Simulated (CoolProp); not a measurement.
R236EA at 348.54 K and 0.524 MPa is throttled through a valve to 0.234 MPa with no heat exchange. Each further row changes one setting.

Computed with CoolProp (reference Helmholtz-energy equation of state, Rui 2013).

```
case                        temperature change (K)  final density (kg/m³)
--------------------------  ----------------------  ---------------------
as stated                                      [?]                    [?]
outlet pressure 0.0702 MPa                     [?]                   3.81
outlet pressure 0.304 MPa                     -3.5                    [?]
```

Question: Fill in the missing entries.

Answer: 
- as stated, temperature change (K): -4.6
- as stated, final density (kg/m³): 13.1
- outlet pressure 0.0702 MPa, temperature change (K): -7.1
- outlet pressure 0.304 MPa, final density (kg/m³): 17.2
